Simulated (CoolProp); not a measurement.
Properties of c-C4F8 (RC318) along the isotherm 88.65 °C (Tc = 115.2 °C, pc = 27.78 bar, ω = 0.355).

Values from CoolProp's reference Helmholtz-energy equation of state, Platzer 1990. This equation is an older, rougher fit.

```csv
p (bar),phase,conductivity (mW/(m K)),fugacity coefficient
1.39,gas,16.5,0.9791
2.78,gas,16.5,0.9582
4.17,gas,…,…
5.56,gas,16.7,0.9165
6.94,gas,16.9,0.8958
8.33,gas,17.1,0.8749
9.72,gas,17.4,0.8539
11.1,gas,…,0.8329
12.5,gas,18.3,0.8115
13.9,gas,…,…
```

### Question
Fill in the missing entries.

### Answer

- 4.17, conductivity (mW/(m K)): 16.6
- 4.17, fugacity coefficient: 0.9373
- 11.1, conductivity (mW/(m K)): 17.8
- 13.9, conductivity (mW/(m K)): 19.1
- 13.9, fugacity coefficient: 0.7898

Thermal conductivity comes from a separate model (Huber 2003), an estimate that may be off by 10 % or more.
